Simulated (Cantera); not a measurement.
Source: NASA polynomial tables (part measured, part estimated), evaluated in Cantera. Values are per mole of reaction as written; species without (g) are pure solids or liquids, kept so even where they would boil at 1 bar.

NiS + H2S(g) = NiS2 + 2 H(g)

```
T (K)  ΔH° (kJ)  ΔS° (J/K)  ΔG° (kJ)  log10 K
-----  --------  ---------  --------  -------
523         [?]        [?]       [?]      [?]
623       421.8       62.9     382.6   -32.08
723         [?]        [?]       [?]      [?]
823       420.2       59.8     371.0   -23.55
923         [?]        [?]       [?]      [?]
1023      424.1       64.1     358.6   -18.31
1123        [?]        [?]       [?]      [?]
1223      427.2       66.8     345.4   -14.75
```

Complete the blanks.


- 523, ΔH° (kJ): 419.3
- 523, ΔS° (J/K): 58.6
- 523, ΔG° (kJ): 388.7
- 523, log10 K: -38.82
- 723, ΔH° (kJ): 417.8
- 723, ΔS° (J/K): 56.7
- 723, ΔG° (kJ): 376.8
- 723, log10 K: -27.22
- 923, ΔH° (kJ): 422.3
- 923, ΔS° (J/K): 62.2
- 923, ΔG° (kJ): 364.9
- 923, log10 K: -20.65
- 1123, ΔH° (kJ): 425.8
- 1123, ΔS° (J/K): 65.6
- 1123, ΔG° (kJ): 352.1
- 1123, log10 K: -16.38
